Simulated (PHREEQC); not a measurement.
Consider water at 3 °C with 0.019 mol CdCl2 and 0.0074 mol HCl per kg of water. Closed to the air; pH follows from the charge balance.

All values are PHREEQC results (ion-association model, phreeqc.dat), not measurements.

Q: The ionic strength comes out as 0.0404 mol/kgw. What activity coefficients do Cd+2, CdCl+, H+, CdCl3-, Cl- get?

A: Cd+2 0.49, CdCl+ 0.84, H+ 0.87, CdCl3- 0.84, Cl- 0.83.

This is a speciation only: nothing precipitates in the calculation. At this temperature some constants are extrapolated from 25 °C, and those without enthalpy data are left unchanged.
